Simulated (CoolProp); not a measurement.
Vapour pressure (MPa) of n-decane: the reference equation beside estimates from Tc = 617.7 K, pc = 2.101 MPa, ω = 0.488. Clausius-Clapeyron is anchored at 435.6 K with a constant enthalpy of vaporisation of 40.38 kJ/mol.

Computed with CoolProp (reference Helmholtz-energy equation of state, Lemmon 2006). It is a short technical equation, of lower accuracy than the large ones.

| T (K) | reference | Lee-Kesler | Clausius-Clapeyron | Redlich-Kwong | Soave-Redlich-Kwong | Peng-Robinson |
|---|---|---|---|---|---|---|
| 402.1 | 0.02736 | 0.02707 | 0.02946 | 0.09645 | 0.02708 | 0.02775 |
| 407.7 | 0.03282 | 0.03253 | 0.03478 | 0.1096 | 0.03254 | 0.03322 |
| 413.3 | 0.03912 | 0.03886 | 0.04087 | 0.1240 | 0.03886 | 0.03954 |
| 418.9 | 0.04637 | 0.04615 | 0.04782 | 0.1398 | 0.04613 | 0.04680 |
| 424.4 | 0.05451 | 0.05434 | 0.05557 | 0.1567 | 0.05431 | 0.05495 |
| 430 | 0.06392 | 0.06382 | 0.06450 | 0.1753 | 0.06379 | 0.06437 |
| 435.6 | 0.07458 | 0.07458 | 0.07458 | 0.1955 | 0.07455 | 0.07505 |
| 441.2 | 0.08661 | 0.08673 | 0.08592 | 0.2173 | 0.08671 | 0.08709 |
| 446.8 | 0.1001 | 0.1004 | 0.09863 | 0.2409 | 0.1004 | 0.1006 |
| 452.4 | 0.1152 | 0.1157 | 0.1128 | 0.2661 | 0.1157 | 0.1158 |
| 458 | 0.1321 | 0.1327 | 0.1287 | 0.2932 | 0.1329 | 0.1327 |
| 463.6 | 0.1508 | 0.1516 | 0.1462 | 0.3222 | 0.1519 | 0.1515 |
| 469.2 | 0.1715 | 0.1726 | 0.1657 | 0.3532 | 0.1730 | 0.1723 |
| 474.8 | 0.1944 | 0.1957 | 0.1872 | 0.3862 | 0.1964 | 0.1952 |
| 480.4 | 0.2196 | 0.2211 | 0.2109 | 0.4213 | 0.2221 | 0.2206 |

Absolute difference from the reference over all 15 rows, mean and median: Lee-Kesler 0.5 and 0.5 %, Clausius-Clapeyron 3.0 and 3.1 %, Redlich-Kwong 158.9 and 150.9 %, Soave-Redlich-Kwong 0.6 and 0.6 %, Peng-Robinson 0.7 and 0.6 %.
